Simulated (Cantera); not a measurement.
Charge: 1 mol C₂H₄, 0.99 mol CO₂, at 2.80 mbar.

These are equilibrium values from Cantera (NASA tables, ideal gas, pure condensed phases), not measurements of a reactor. Candidate condensed phases: C, C₆H₆, C₇H₈, C₈H₁₈, H₂O; 131 gas species. Ions and electrons are included (thermal ionisation). Kinetics and transport are ignored. All values below are at 2227 °C.

Base state: CO 0.432, H₂ 0.303, H 0.261, C₂H₂ (acetylene) 0.00327, C₂H 0.000203, C₃ 0.000178, C 5.94e-5, C₂ 1.64e-5 (mole fractions); condensed: C(graphite).

Question: What changes in the equilibrium state with this change: C₂H₄ replaced by C₂H₅OH?

Answer: 
```tsv
species	before	after
CO	0.432	0.433
H₂	0.303	0.304
H	0.261	0.262
C₂H₂ (acetylene)	0.00327	0.000645
C₄H₂	1.46e-5	5.64e-7
C₃	0.000178	1.54e-5
C(graphite), mol	0.975	0
```
